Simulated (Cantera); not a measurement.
Input (Python, Cantera) and output of one run.

```python
import numpy as np
import cantera as ct

gas_names = """
    CL CL2 H HCL H2 Mg MgCL MgCL2 MgH MgN Mg2 N NH NH2 NH3 N2 N2H2 N2H4
""".split()
cond_names = """
    Mg(cr) Mg(L) MgCL2(s) MgCL2(L) NH4CL(a) NH4CL(b)
""".split()


# ... load() reads the species with a 1 bar reference pressure and builds the phases ...
atoms = {
    'MgCl2': {'Mg': 1, 'CL': 2},
    'HCl': {'H': 1, 'CL': 1},
    'N2': {'N': 2},
}
top_T = {}  # K; cautious upper limits of use, not melting points


# ... equilibrate(T, P, feed) seeds the gas with the atoms and calls Mixture.equilibrate('TP', solver="vcs", rtol=1e-11, max_steps=5000) ...
results = []
feed = {'MgCl2': 1, 'HCl': 0.054, 'N2': 1.4}  # mol
P = 44000  # Pa
for T in [1248, 1323, 1398, 1473, 1548, 1623, 1698, 1773, 1848, 1923, 1998, 2073, 2148, 2223]:
    mix = equilibrate(T, P, feed)
    results.append((T, P, feed, dict(zip(mix.species_names, mix.species_moles))))

top = {s: max(r[3][s] / sum(r[3][g] for g in gas_names) for r in results) for s in gas_names}
cols = sorted((s for s in top if top[s] > 0.0001), key=lambda s: -top[s])[:9]
seen = [c for c in cond_names if any(r[3].get(c, 0) > 1e-12 for r in results)]
print("log10 of partial pressures in bar; condensed amounts in mol")
print(f"{'T/K':>10s}" + "".join(f"{s[:9]:>10s}" for s in cols + seen))
for T, P, feed, n in results:
    ng = sum(n[g] for g in gas_names)
    print(f"{T:10.4g}" + "".join(f"{np.log10(max(n[s] / ng * P / 1e5, 1e-99)):10.3f}" for s in cols)
          + "".join(f"{n.get(c, 0):10.4g}" for c in seen))
```

It prints:

```
log10 of partial pressures in bar; condensed amounts in mol
       T/K        N2     MgCL2       HCL        CL      MgCL        Mg        H2         H  MgCL2(L)
      1248    -0.390    -1.760    -1.804    -5.387    -9.739   -12.964    -5.631    -9.146    0.9403
      1323    -0.422    -1.325    -1.836    -5.052    -8.525   -11.332    -5.321    -8.460    0.8246
      1398    -0.504    -0.940    -1.919    -4.790    -7.410    -9.804    -5.075    -7.862    0.4869
      1473    -0.600    -0.746    -2.015    -4.571    -6.545    -8.552    -4.867    -7.332         0
      1548    -0.600    -0.746    -2.016    -4.315    -5.996    -7.711    -4.620    -6.822         0
      1623    -0.600    -0.746    -2.018    -4.082    -5.499    -6.949    -4.399    -6.360         0
      1698    -0.600    -0.747    -2.020    -3.868    -5.048    -6.258    -4.202    -5.941         0
      1773    -0.600    -0.747    -2.023    -3.667    -4.640    -5.634    -4.031    -5.562         0
      1848    -0.600    -0.747    -2.026    -3.477    -4.272    -5.073    -3.888    -5.220         0
      1923    -0.601    -0.747    -2.030    -3.291    -3.943    -4.576    -3.777    -4.915         0
      1998    -0.601    -0.748    -2.034    -3.106    -3.652    -4.144    -3.702    -4.646         0
      2073    -0.601    -0.749    -2.037    -2.918    -3.399    -3.775    -3.661    -4.411         0
      2148    -0.602    -0.751    -2.039    -2.730    -3.179    -3.460    -3.650    -4.205         0
      2223    -0.603    -0.753    -2.041    -2.544    -2.985    -3.188    -3.660    -4.024         0
```

Method: chemical equilibrium by Gibbs-energy minimisation in Cantera with the NASA 1993 tables (ideal gas, pure condensed phases).
